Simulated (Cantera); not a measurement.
Feed: 1 mol Cr2O3, 33 mol H2, at 1800 K.

Cantera equilibrium calculation (NASA polynomials, part measured and part estimated; ideal gas, pure solids and liquids). Candidate condensed phases: Cr, Cr2O3, H2O; 13 gas species. Mutual solubility and eutectic melting of coexisting phases are not modelled. Kinetics and transport are ignored.

x: gas mole fraction; n: condensed amount in mol.

```json
[
 {"P (Pa)": "10", "x H2": "0.880", "x H2O": "0.0515", "x Cr": "0.0341", "x H": "0.0336", "n Cr2O3(s)": "…", "n Cr(s)": "0"},
 {"P (Pa)": "42", "x H2": "0.933", "x H2O": "0.0300", "x Cr": "0.0199", "x H": "0.0169", "n Cr2O3(s)": "…", "n Cr(s)": "0"},
 {"P (Pa)": "180", "x H2": "0.963", "x H2O": "0.0171", "x Cr": "0.0114", "x H": "0.00828", "n Cr2O3(s)": "…", "n Cr(s)": "0"},
 {"P (Pa)": "750", "x H2": "0.980", "x H2O": "0.00975", "x Cr": "0.00649", "x H": "0.00409", "n Cr2O3(s)": "0.891", "n Cr(s)": "0"},
 {"P (Pa)": "3200", "x H2": "0.989", "x H2O": "0.00641", "x Cr": "0.00290", "x H": "0.00199", "n Cr2O3(s)": "0.929", "n Cr(s)": "0.0454"},
 {"P (Pa)": "13000", "x H2": "0.992", "x H2O": "0.00643", "x Cr": "0.000714", "x H": "0.000989", "n Cr2O3(s)": "0.929", "n Cr(s)": "0.118"},
 {"P (Pa)": "56000", "x H2": "0.993", "x H2O": "0.00643", "x Cr": "0.000166", "x H": "0.000477", "n Cr2O3(s)": "0.929", "n Cr(s)": "0.136"},
 {"P (Pa)": "240000", "x H2": "0.993", "x H2O": "0.00644", "x Cr": "3.87e-5", "x H": "0.000230", "n Cr2O3(s)": "0.929", "n Cr(s)": "0.140"},
 {"P (Pa)": "1000000", "x H2": "0.993", "x H2O": "0.00644", "x Cr": "9.28e-6", "x H": "0.000113", "n Cr2O3(s)": "0.929", "n Cr(s)": "0.141"}
]
```

Q: What belongs in the gaps?

A: 
- 10, n Cr2O3(s): 0.388
- 42, n Cr2O3(s): 0.656
- 180, n Cr2O3(s): 0.808
